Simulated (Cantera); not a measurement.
Charge: 1 mol PbO, 1.1 mol N2, held at 1000 K and 0.240 Torr.

Cantera equilibrium calculation (NASA polynomials, part measured and part estimated; ideal gas, pure solids and liquids). Candidate condensed phases: Pb, PbO, PbO2, Pb3O4; 12 gas species. Rates play no part.

Base state: N2 0.999, PbO 0.000952, Pb 0.000178, O2 8.87e-5 (mole fractions); condensed: PbO(yellow).

Task: What changes in the equilibrium state with this change: temperature from 1000 K to 1173.15 K?

Result: 
```csv
species,before,after
N2,0.999,0.849
PbO,0.000952,0.121
Pb,0.000178,0.0200
O2,8.87e-5,0.00997
NO,7.24e-7,3.59e-5
"PbO(yellow), mol",0.999,0
"PbO(l), mol",0,0.817
```
